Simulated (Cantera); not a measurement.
Charge: 1 mol SrCl2, 0.33 mol O2, 0.1 mol H2, at 4.30 mbar.

Equilibrium computed with Cantera from the NASA thermochemical tables; the gas is ideal and each condensed phase is pure. Candidate condensed phases: H2O, Sr, SrCl2, SrO, Sr(OH)2; 20 gas species. Mutual solubility and eutectic melting of coexisting phases are not modelled. Condensed phases not in the tables: oxide chlorides, the peroxide. Equilibrium is a limit: real reactors are often held back by kinetics, nucleation or transport.

x: gas mole fraction; n: condensed amount in mol.

```tsv
T (K)	x O2	x H2O	x SrCl2	x HCl	x Cl	x OH	x O	n SrCl2(s)	n SrO(s)	n SrCl2(l)
925	0.737	0.263	1.78e-8	6.11e-5	3.87e-8	2.04e-7	1.75e-10	1.000	0	0
1000	0.737	0.263	4.75e-7	0.000247	3.94e-7	9.96e-7	2.06e-9	1.000	0	0
1075	0.737	0.263	?	?	?	?	?	1.000	?	0
1150	0.736	0.262	7.66e-5	0.00215	1.53e-5	1.27e-5	1.09e-7	0	0.000413	1.000
1225	0.735	0.260	?	?	?	?	?	0	?	0.999
1300	0.731	0.256	0.00285	0.00992	0.000224	8.96e-5	2.31e-6	0	0.00194	0.997
1375	0.720	0.248	0.0126	0.0184	0.000684	0.000200	8.24e-6	0	0.00372	0.991
1450	0.689	0.230	0.0469	0.0313	0.00184	0.000398	2.54e-5	0	0.00673	0.974
```

Task: Fill in the missing entries.

Result: 
- 1075, x SrCl2: 7.35e-6
- 1075, x HCl: 0.000793
- 1075, x Cl: 2.81e-6
- 1075, x OH: 3.89e-6
- 1075, x O: 1.72e-8
- 1075, n SrO(s): 0.000151
- 1225, x SrCl2: 0.000527
- 1225, x HCl: 0.00487
- 1225, x Cl: 6.37e-5
- 1225, x OH: 3.59e-5
- 1225, x O: 5.50e-7
- 1225, n SrO(s): 0.000940
